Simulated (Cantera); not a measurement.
Mixture: CO : H2 : O2 : N2 = 1 : 0.056 : 0.352 : 1.32 (molar parts), equivalence ratio 1.5, at 750 Torr, adiabatic and at constant volume. Ignition delay is the time to a rise of 400 K.

Cantera simulation using GRI-Mech 3.0 (53 species, 325 reactions); the numbers are that mechanism's predictions, not measurements. Where the delays flatten at high temperature, the 400 K rule measures the pace of heat release, not the induction time.

Task: Predict: delay at 950 K; delay at 1150 K; delay at 1350 K; delay at 1550 K.

Result: 
| Quantity | Value |
|---|---|
| delay at 950 K | 2.84 ms |
| delay at 1150 K | 0.161 ms |
| delay at 1350 K | 75.7 µs |
| delay at 1550 K | 55.4 µs |
